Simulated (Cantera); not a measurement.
Abatement and gas-phase synthesis: PH3 + O2

Input: 1 mol PH3, 0.36 mol O2, equilibrated at 0.100 bar.

Cantera equilibrium calculation (NASA polynomials, part measured and part estimated; ideal gas, pure solids and liquids). Candidate condensed phases: H2O, P, P4O10; 31 gas species. Ions and electrons are included (thermal ionisation). Gases not in the tables: HPO2, HPO3 and P4O6. The numbers say what is thermodynamically allowed, not how fast it happens.

```tsv
T (K)	log p H	log p H2	log p PO	log p P	log p O	log p P2	log p H2O	log p PO2
3000	-1.52	-1.44	-1.65	-2.40	-3.76	-2.39	-2.90	-3.23
3250	-1.32	-1.66	-1.70	-2.20	-3.20	-2.67	-3.24	-3.44
3500	-1.22	-1.98	-1.78	-2.07	-2.70	-2.99	-3.66	-3.65
3750	-1.18	-2.36	-1.90	-1.95	-2.33	-3.26	-4.17	-3.94
4000	-1.18	-2.76	-2.09	-1.84	-2.09	-3.48	-4.77	-4.35
4250	-1.18	-3.13	-2.34	-1.76	-1.95	-3.72	-5.39	-4.88
4500	-1.19	-3.46	-2.65	-1.71	-1.88	-3.99	-6.00	-5.48
4750	-1.19	-3.75	-2.98	-1.69	-1.84	-4.27	-6.57	-6.11
5000	-1.20	-4.01	-3.30	-1.68	-1.83	-4.54	-7.09	-6.72
```
log p: log10 of the partial pressure in bar; nothing condenses.

From 3000 K to 5000 K nothing is condensed.
